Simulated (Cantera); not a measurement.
Cantera run:

```python
import numpy as np
import cantera as ct

gas_names = """
    CL CL2 H HCL H2 Si SiCL SiCL2 SiCL3 SiCL4 SiH SiHCL3 SiH2 SiH2CL2 SiH3 SiH3CL SiH4 Si2 Si3
""".split()
cond_names = """
    Si(cr) Si(L)
""".split()


def load(file, names, dense=False):
    # The tables refer to 1 bar. Condensed volumes are neglected.
    table = {s.name: s for s in ct.Species.list_from_file(file)}
    out = []
    for n in names:
        d = dict(table[n].input_data)
        d["thermo"] = dict(d["thermo"], **{"reference-pressure": 1e5})
        if dense:
            d["equation-of-state"] = {"model": "constant-volume", "density": "1e6 g/cm^3"}
        out.append(ct.Species.from_dict(d))
    return out


gas = ct.Solution(thermo="ideal-gas", species=load("nasa_gas.yaml", gas_names))
cond = {s.name: ct.Solution(thermo="fixed-stoichiometry", species=[s], name=s.name)
        for s in load("nasa_condensed.yaml", cond_names, dense=True)}
atoms = {
    'SiCl4': {'Si': 1, 'CL': 4},
    'Cl2': {'CL': 2},
    'H2': {'H': 2},
}
top_T = {}  # K; cautious upper limits of use, not melting points


def equilibrate(T, P, feed):
    n = {}
    for name, mol in feed.items():
        for a, k in atoms[name].items():
            n[a] = n.get(a, 0.0) + k * mol
    gas.TPX = T, P, n
    mass = sum(n.values()) * gas.mean_molecular_weight
    gas.equilibrate("TP")
    valid = [c for c in cond.values() if c.min_temp <= T <= top_T.get(c.name, c.max_temp)]
    mix = ct.Mixture([(gas, mass / gas.mean_molecular_weight)] + [(c, 0.0) for c in valid])
    mix.T, mix.P = T, P
    mix.equilibrate("TP", solver="vcs", rtol=1e-11, max_steps=5000)
    return mix


results = []
feed = {'SiCl4': 1, 'Cl2': 1.2, 'H2': 0.32}  # mol
T = 623.15  # K
P = 10000  # Pa
mix = equilibrate(T, P, feed)
results.append((T, P, feed, dict(zip(mix.species_names, mix.species_moles))))
x = sorted(zip(gas.X, gas.species_names), reverse=True)
print(f"T = {T:g} K  P = {P:g} Pa  gas = {mix.phase_moles(0):.4g} mol")
print("   x: " + "  ".join(f"{s} {v:.3e}" for v, s in x if v > 0.001))
print("   condensed (mol): " + ("  ".join(f"{mix.phase(i).name} {mix.phase_moles(i):.4g}"
      for i in range(1, mix.n_phases) if mix.phase_moles(i) > 1e-12) or "none"))
```

Output:

```
T = 623.15 K  P = 10000 Pa  gas = 2.52 mol
   x: SiCL4 3.968e-01  CL2 3.492e-01  HCL 2.540e-01
   condensed (mol): none
```

Equilibrium computed with Cantera from the NASA thermochemical tables; the gas is ideal and each condensed phase is pure.
